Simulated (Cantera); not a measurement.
# Thermodynamics of hydrogen reduction and annealing atmospheres, feed SiO₂ + H₂ + N₂

Input: 1 mol SiO₂, 2100 mol H₂, 16 mol N₂, equilibrated at 1.70 bar.

Cantera equilibrium calculation (NASA polynomials, part measured and part estimated; ideal gas, pure solids and liquids). Candidate condensed phases: H₂O, Si, SiO₂, Si₂N₂O, Si₃N₄; 35 gas species. N₂ is the only nitrogen source here; it is nearly inert below about 1500 K, so the nitride shown seldom forms there in practice. Mutual solubility and eutectic melting of coexisting phases are not modelled. The tables hold silica as quartz up to 1696 K and as liquid above; real silica turns to tridymite and cristobalite and melts near 1996 K. Rates play no part.

From 698 K to 798 K the condensed part is SiO₂(α-quartz) + Si₂N₂O(s). From 898 K to 1598 K the condensed part is SiO₂(β-quartz) + Si₂N₂O(s). At 1698 K the condensed part is SiO₂(condensed).

```
T (K)  log p H₂  log p N₂  log p NH₃  log p H₂O  log p SiO  log p H  n SiO₂(α-quartz)  n Si₂N₂O(s)  n SiO₂(β-quartz)  n SiO₂(condensed)
-----  --------  --------  ---------  ---------  ---------  -------  ----------------  -----------  ----------------  -----------------
698        0.23     -1.93      -2.64      -5.23       <-11     <-11             0.995      0.00244                 0                  0
798        0.23     -1.90      -3.13      -4.80       <-11   -11.46             0.987      0.00657                 0                  0
898        0.23     -1.90      -3.52      -4.48       <-11    -9.85                 0       0.0137             0.973                  0
998        0.23     -1.89      -3.84      -4.23       <-11    -8.55                 0       0.0242             0.952                  0
1098       0.23     -1.89      -4.10      -4.03     -11.46    -7.49                 0       0.0383             0.923                  0
1198       0.23     -1.89      -4.32      -3.87      -9.45    -6.61                 0       0.0558             0.888                  0
1298       0.23     -1.89      -4.51      -3.73      -7.75    -5.86                 0       0.0765             0.847                  0
1398       0.23     -1.89      -4.67      -3.62      -6.30    -5.21                 0       0.0996             0.800                  0
1498       0.23     -1.89      -4.81      -3.52      -5.04    -4.65                 0        0.122             0.745                  0
1598       0.23     -1.89      -4.93      -3.43      -3.95    -4.16                 0        0.107             0.648                  0
1698       0.23     -1.89      -5.04      -3.18      -3.18    -3.73                 0            0                 0              0.169
```
log p: log10 of the partial pressure in bar; n: condensed amount in mol.
